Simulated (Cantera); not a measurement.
A perfectly stirred reactor is fed with CH₄ : CO₂ : H₂ = 1 : 0.52 : 0.2 (molar parts), at 0.888 atm; it is held at 1773 K, and followed from long to short residence time.

Detailed kinetics in Cantera: GRI-Mech 3.0 (53 species, 325 reactions). GRI-Mech 3.0 stops at C3 and has no aromatics, soot or wall deposition, so with more carbon than oxygen in the feed, carbon stays in small species such as C2H2 where larger ones or solid carbon would form.

Problem. Predict: x(CH₄) at τ = 0.430 s; x(CO₂) at τ = 0.430 s; x(H₂) at τ = 0.430 s; x(H₂O) at τ = 0.430 s; x(CH₂CO) at τ = 0.430 s; x(CH₄) at τ = 37.0 ms; x(CO₂) at τ = 37.0 ms; x(H₂) at τ = 37.0 ms; x(H₂O) at τ = 37.0 ms; x(CH₂CO) at τ = 37.0 ms.

Solution. 
```json
{
  "x(CH₄) at τ = 0.430 s": "0.0333",
  "x(CO₂) at τ = 0.430 s": "0.0126",
  "x(H₂) at τ = 0.430 s": "0.513",
  "x(H₂O) at τ = 0.430 s": "0.0699",
  "x(CH₂CO) at τ = 0.430 s": "2.05e-5",
  "x(CH₄) at τ = 37.0 ms": "0.100",
  "x(CO₂) at τ = 37.0 ms": "0.0548",
  "x(H₂) at τ = 37.0 ms": "0.404",
  "x(H₂O) at τ = 37.0 ms": "0.128",
  "x(CH₂CO) at τ = 37.0 ms": "5.17e-5"
}
```
